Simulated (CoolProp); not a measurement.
Vapour-liquid equilibrium of toluene (1) + p-xylene (2) at 342.3 K; x and y are mole fractions of (1).

The numbers come from the multi-fluid Helmholtz-energy mixture model, Lemmon 2006 and Zhou 2012; pair parameters Bell 2016 in CoolProp.

Q: Give the bubble pressure and the first vapour's composition at x = 0.25, 0.55, 0.95. Is there an azeotrope?

A: x = 0.25: 0.1428 bar, y = 0.465; x = 0.55: 0.1921 bar, y = 0.759; x = 0.95: 0.2556 bar, y = 0.979. No azeotrope shows between x = 0.05 and 0.95.

The pair parameters rest on a limited set of measurements; away from them the model extrapolates.
